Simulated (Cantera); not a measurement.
Feed: 1 mol Pb, 0.13 mol O2, 56 mol H2, equilibrated at 9.90 mbar.

Cantera equilibrium calculation (NASA polynomials, part measured and part estimated; ideal gas, pure solids and liquids). Candidate condensed phases: H2O, Pb, PbO, PbO2, Pb3O4; 12 gas species. Rates play no part.

x: gas mole fraction; n: condensed amount in mol.

```tsv
T (°C)	x H2	x Pb	x H2O	x H	x Pb2	x PbO	n Pb(s)	n Pb(l)
227	0.995	<1e-12	0.00464	<1e-12	<1e-12	<1e-12	1.00	0
302	0.995	9.69e-11	0.00464	<1e-12	<1e-12	<1e-12	1.00	0
377	0.995	9.45e-9	0.00464	<1e-12	<1e-12	<1e-12	0	1.000
452	0.995	3.41e-7	0.00464	<1e-12	<1e-12	<1e-12	0	1.000
527	0.995	6.21e-6	0.00464	[?]	<1e-12	<1e-12	0	1.000
602	0.995	6.81e-5	0.00464	[?]	2.50e-11	<1e-12	0	0.996
677	0.995	0.000508	0.00464	[?]	7.27e-10	3.04e-12	0	0.972
752	0.993	0.00281	0.00463	[?]	1.27e-8	5.19e-11	0	0.842
827	0.983	0.0122	0.00459	[?]	1.49e-7	6.02e-10	0	0.306
902	0.978	0.0175	0.00456	[?]	2.01e-7	2.03e-9	0	0
977	0.978	0.0175	0.00456	[?]	1.38e-7	4.32e-9	0	0
1052	0.978	0.0175	0.00456	[?]	9.94e-8	8.46e-9	0	0
1127	0.978	0.0175	0.00456	[?]	7.39e-8	1.54e-8	0	0
```

Question: Complete the blanks.

Answer: 
- 527, x H: 2.90e-11
- 602, x H: 5.03e-10
- 677, x H: 5.58e-9
- 752, x H: 4.36e-8
- 827, x H: 2.58e-7
- 902, x H: 1.22e-6
- 977, x H: 4.80e-6
- 1052, x H: 1.63e-5
- 1127, x H: 4.83e-5
